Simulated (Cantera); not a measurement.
What does this Cantera script print?

```python
import numpy as np
import cantera as ct

gas_names = """
    H H2 N NH NH2 NH3 N2 N2H2 N2H4 Si SiH SiH2 SiH3 SiH4 SiN Si2 Si2N Si3
""".split()
cond_names = """
    Si(cr) Si(L) Si3N4(a)
""".split()


def load(file, names, dense=False):
    # The tables refer to 1 bar. Condensed volumes are neglected.
    table = {s.name: s for s in ct.Species.list_from_file(file)}
    out = []
    for n in names:
        d = dict(table[n].input_data)
        d["thermo"] = dict(d["thermo"], **{"reference-pressure": 1e5})
        if dense:
            d["equation-of-state"] = {"model": "constant-volume", "density": "1e6 g/cm^3"}
        out.append(ct.Species.from_dict(d))
    return out


gas = ct.Solution(thermo="ideal-gas", species=load("nasa_gas.yaml", gas_names))
cond = {s.name: ct.Solution(thermo="fixed-stoichiometry", species=[s], name=s.name)
        for s in load("nasa_condensed.yaml", cond_names, dense=True)}
atoms = {
    'SiH4': {'Si': 1, 'H': 4},
    'N2': {'N': 2},
    'H2': {'H': 2},
}
top_T = {'Si3N4(a)': 2400}  # K; cautious upper limits of use, not melting points


def equilibrate(T, P, feed):
    n = {}
    for name, mol in feed.items():
        for a, k in atoms[name].items():
            n[a] = n.get(a, 0.0) + k * mol
    gas.TPX = T, P, n
    mass = sum(n.values()) * gas.mean_molecular_weight
    gas.equilibrate("TP")
    valid = [c for c in cond.values() if c.min_temp <= T <= top_T.get(c.name, c.max_temp)]
    mix = ct.Mixture([(gas, mass / gas.mean_molecular_weight)] + [(c, 0.0) for c in valid])
    mix.T, mix.P = T, P
    mix.equilibrate("TP", solver="vcs", rtol=1e-11, max_steps=5000)
    return mix


results = []
feed = {'SiH4': 1, 'N2': 1.5, 'H2': 1.3}  # mol
P = 170  # Pa
for T in [1048, 1198, 1348, 1498, 1648, 1798, 1948, 2098]:
    mix = equilibrate(T, P, feed)
    results.append((T, P, feed, dict(zip(mix.species_names, mix.species_moles))))
    x = sorted(zip(gas.X, gas.species_names), reverse=True)
    print(f"T = {T:g} K  P = {P:g} Pa  gas = {mix.phase_moles(0):.4g} mol")
    print("   x: " + "  ".join(f"{s} {v:.3e}" for v, s in x if v > 0.0001))
    print("   condensed (mol): " + ("  ".join(f"{mix.phase(i).name} {mix.phase_moles(i):.4g}"
          for i in range(1, mix.n_phases) if mix.phase_moles(i) > 1e-12) or "none"))
```

Output:

```
T = 1048 K  P = 170 Pa  gas = 4.133 mol
   x: H2 7.984e-01  N2 2.016e-01
   condensed (mol): Si3N4(a) 0.3333
T = 1198 K  P = 170 Pa  gas = 4.133 mol
   x: H2 7.984e-01  N2 2.016e-01
   condensed (mol): Si3N4(a) 0.3333
T = 1348 K  P = 170 Pa  gas = 4.133 mol
   x: H2 7.983e-01  N2 2.016e-01
   condensed (mol): Si3N4(a) 0.3333
T = 1498 K  P = 170 Pa  gas = 4.134 mol
   x: H2 7.980e-01  N2 2.016e-01  H 3.723e-04
   condensed (mol): Si3N4(a) 0.3333
T = 1648 K  P = 170 Pa  gas = 4.805 mol
   x: H2 6.859e-01  N2 3.122e-01  H 1.789e-03  Si 1.515e-04
   condensed (mol): Si(cr) 0.9991
T = 1798 K  P = 170 Pa  gas = 4.826 mol
   x: H2 6.802e-01  N2 3.108e-01  H 7.043e-03  Si 1.814e-03
   condensed (mol): Si(L) 0.9903
T = 1948 K  P = 170 Pa  gas = 4.924 mol
   x: H2 6.588e-01  N2 3.045e-01  H 2.224e-02  Si 1.366e-02  SiH 3.515e-04  Si2N 1.269e-04  Si2 1.245e-04
   condensed (mol): Si(L) 0.9274
T = 2098 K  P = 170 Pa  gas = 5.379 mol
   x: H2 5.842e-01  N2 2.785e-01  Si 7.682e-02  H 5.705e-02  SiH 1.319e-03  Si2 9.966e-04  Si2N 4.188e-04  SiN 3.483e-04  Si3 2.039e-04  SiH2 1.055e-04
   condensed (mol): Si(L) 0.5587
```

Equilibrium computed with Cantera from the NASA thermochemical tables; the gas is ideal and each condensed phase is pure. N2 is the only nitrogen source here; it is nearly inert below about 1500 K, so the nitride shown seldom forms there in practice. The tables' values for SiN are old estimates; treat these amounts as uncertain. Gases not in the tables: Si2H6 and higher silanes.
